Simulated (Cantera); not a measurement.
Feed: 1 mol BN, 27 mol Cl₂, held at 133 Pa.

Equilibrium computed with Cantera from the NASA thermochemical tables; the gas is ideal and each condensed phase is pure. Candidate condensed phases: B, BN; 10 gas species. The numbers say what is thermodynamically allowed, not how fast it happens. All values below are at 1023 K.

Base state: Cl₂ 0.930, BCl₃ 0.0368, N₂ 0.0184, Cl 0.0144 (mole fractions); condensed: gas only.

**Question.** What changes in the equilibrium state with this change: pressure from 133 Pa to 21.0 Pa?

**Answer.** 
| species | before | after |
|---|---|---|
| Cl₂ | 0.930 | 0.910 |
| BCl₃ | 0.0368 | 0.0364 |
| Cl | 0.0144 | 0.0358 |
| N₂ | 0.0184 | 0.0182 |
